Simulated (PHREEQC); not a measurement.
A made-up water analysis in mg/kgw, 25 °C, pH 6.37: Na 4920; K 821; Ca 399; Mg 381; Cl 8170; S(6) as SO4 2470; Alkalinity as HCO3 42.

Valence states are taken as typed.

Computed with PHREEQC (Pitzer model, pitzer.dat).

```yaml
ionic_strength: 0.336 mol/kgw
activity_of_water: 0.992
specific_conductance: 26200 µS/cm
density: 1.010 g/cm³
osmotic_coefficient: 0.887
charge_balance_error: 0.7 %
```

```
species  molality  activity   log γ
-------  --------  --------  ------
Cl-         0.230     0.156  -0.169
Na+         0.214     0.154  -0.144
SO4-2      0.0257   0.00391  -0.818
K+         0.0210    0.0145  -0.161
Mg+2       0.0157   0.00398  -0.595
Ca+2      0.00996   0.00229  -0.638
HCO3-    0.000688  0.000495  -0.143
CO2      0.000445  0.000467   0.021
H+        5.68e-7   4.27e-7  -0.124
CO3-2     3.26e-7   5.31e-8  -0.788
HSO4-     2.30e-7   1.59e-7  -0.161
MgCO3     1.79e-7   1.79e-7   0.000
```

This is a speciation only: nothing precipitates in the calculation.
